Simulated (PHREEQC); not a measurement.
Buffer

Dissolve 160 mmol/kgw NaH2PO4 and 15 mmol/kgw Na2B4O7 at 25 °C. Closed to the air; pH follows from the charge balance.

Model: ion-association model with the Debye-Hückel limiting law, phreeqc.dat, run in PHREEQC.

Precipitation was switched off in this run.

Q: Predict the pH, activity of water, ionic strength.

A: pH 5.84; activity of water 0.993; ionic strength 0.218 mol/kgw.

Q: In which forms is P present?

A: H2PO4- 81 %, HPO4-2 18 %, NaHPO4- 0.7 % of the P.

Complexes and solids missing from the database can't appear.
